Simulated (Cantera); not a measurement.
# Pb + O2 + N2 (iron carbonyl, mercury and lead vapours)

Input: 1 mol Pb, a varied amount of O2, 1 mol N2, held at 82.5 Torr.

Cantera equilibrium calculation (NASA polynomials, part measured and part estimated; ideal gas, pure solids and liquids). Candidate condensed phases: Pb, PbO, PbO2, Pb3O4; 12 gas species. Each liquid is taken as pure. Mutual solubility and eutectic melting of coexisting phases are not modelled. Equilibrium is a limit: real reactors are often held back by kinetics, nucleation or transport.

**Question.** Map the stable condensed phases over T = 1077, 1102, 1127, 1152, 1177, 1202, 1227, 1252, 1277, 1302 °C and n(O2) in mol = 0.17, 0.21, 0.25, 0.3, 0.36, 0.43, 0.52, 0.62, 0.75, 0.9.

**Answer.** 
```
T in °C \ n(O2) in mol
         0.17 0.21 0.25  0.3 0.36 0.43 0.52 0.62 0.75  0.9
   1302     A    B    B    B    B    B    B    B    B    B
   1277     B    B    B    B    B    B    B    B    B    B
   1252     C    C    C    B    B    B    B    B    B    B
   1227     C    C    C    C    B    B    B    B    B    B
   1202     C    C    C    C    C    B    B    B    B    B
   1177     C    C    C    C    C    B    B    B    B    B
   1152     C    C    C    C    C    C    B    B    B    B
   1127     C    C    C    C    C    C    B    B    B    B
   1102     C    C    C    C    C    C    B    B    B    B
   1077     C    C    C    C    C    C    B    B    B    B
```
A: gas only; B: PbO; C: Pb + PbO.
